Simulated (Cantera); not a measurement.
## Adiabatic ignition

An adiabatic, constant-pressure homogeneous reactor starts with CH₄ : H₂ : O₂ : N₂ = 1 : 0.96 : 2.07 : 7.77 (molar parts), at 1550 K and 7500 Torr.

Cantera simulation using GRI-Mech 3.0 (53 species, 325 reactions); the numbers are that mechanism's predictions, not measurements.

```csv
t (s),T (K),x CH₄,x H₂,x O₂,x NO,x CH₃,x NO₂,x HCO
7.00e-6,1560,0.0826,0.0802,0.174,8.29e-11,0.000866,<1e-12,3.83e-7
1.85e-5,2689,1.31e-10,0.0433,0.0138,8.00e-5,3.37e-10,3.37e-8,9.78e-7
4.87e-5,2985,<1e-12,0.0374,0.00508,0.00169,2.99e-12,4.86e-7,3.51e-7
0.000128,2977,<1e-12,0.0382,0.00459,0.00432,3.17e-12,1.19e-6,3.51e-7
0.000338,2972,<1e-12,0.0387,0.00432,0.00588,3.28e-12,1.57e-6,3.52e-7
0.000892,2971,<1e-12,0.0387,0.00430,0.00599,3.29e-12,1.60e-6,3.52e-7
0.00235,2971,<1e-12,0.0387,0.00430,0.00599,3.29e-12,1.60e-6,3.52e-7
0.00621,2971,<1e-12,0.0387,0.00430,0.00599,3.29e-12,1.60e-6,3.52e-7
0.0164,2971,<1e-12,0.0387,0.00430,0.00599,3.29e-12,1.60e-6,3.52e-7
0.0431,2971,<1e-12,0.0387,0.00430,0.00599,3.29e-12,1.60e-6,3.52e-7
0.114,2971,<1e-12,0.0387,0.00430,0.00599,3.29e-12,1.60e-6,3.52e-7
0.300,2971,<1e-12,0.0387,0.00430,0.00599,3.29e-12,1.60e-6,3.52e-7
```
x: mole fraction; the columns are a selection and need not sum to one.

```
Quantity                                                            Result
---------------------------------  ---------------------------------------
time of steepest temperature rise                                  17.8 µs
temperature at 0.300 s                                              2971 K
equilibrium temperature                                             2971 K
x(CH₄) at 0.300 s                  <1e-12 (gas-phase equilibrium 1.07e-12)
x(H₂) at 0.300 s                     0.0387 (gas-phase equilibrium 0.0387)
x(O₂) at 0.300 s                   0.00430 (gas-phase equilibrium 0.00430)
```
